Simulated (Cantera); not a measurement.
Feed: 1 mol Si2Cl6, 1.2 mol N2, 33 mol H2, at 1975 K and 2.10 Torr.

Cantera equilibrium calculation (NASA polynomials, part measured and part estimated; ideal gas, pure solids and liquids). Candidate condensed phases: NH4Cl, Si, Si3N4; 28 gas species. The feed counts by its element totals alone. The tables' values for SiCl, SiCl3, SiN are old estimates; treat these amounts as uncertain. Gases not in the tables: Si2H6 and higher silanes. Rates play no part.

Base state: H2 0.804, HCl 0.0961, N2 0.0314, SiCl2 0.0283, H 0.0232, Si 0.0115, SiCl 0.00220, Cl 0.00207 (mole fractions); condensed: Si(l).

Q: What changes in the equilibrium state with this change: temperature from 1975 K to 1723 K?

A: 
```csv
species,before,after
H2,0.804,0.838
HCl,0.0961,0.0913
SiCl2,0.0283,0.0344
H,0.0232,0.00315
Si,0.0115,0.000351
N2,0.0314,0.0322
Si2,0.000113,1.66e-6
Si3,2.44e-5,4.13e-7
SiH,0.000394,2.45e-5
SiN,2.99e-5,1.87e-6
Si2N,4.02e-5,3.29e-6
"Si(l), mol",0.359,0.689
```
The tables' values for SiCl, SiCl3 are old estimates; treat these amounts as uncertain.
